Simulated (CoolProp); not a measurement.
Vapour-liquid equilibrium of propane (1) + isobutane (2) at 198.5 K; x and y are mole fractions of (1).

Values from CoolProp's multi-fluid Helmholtz-energy mixture model, Lemmon 2009 and Bücker 2006; pair parameters Kunz 2012.

Problem. Give the bubble pressure and the first vapour's composition at x = 0.125, 0.2, 0.8. Is there an azeotrope?

Solution. x = 0.125: 0.005332 MPa, y = 0.437; x = 0.2: 0.006434 MPa, y = 0.572; x = 0.8: 0.01532 MPa, y = 0.955. No azeotrope shows between x = 0.05 and 0.95.

The pair parameters rest on a limited set of measurements; away from them the model extrapolates. The gap from Raoult's law changes sign with composition, which may be real or a fault of the pair parameters; it wasn't checked against measurements.
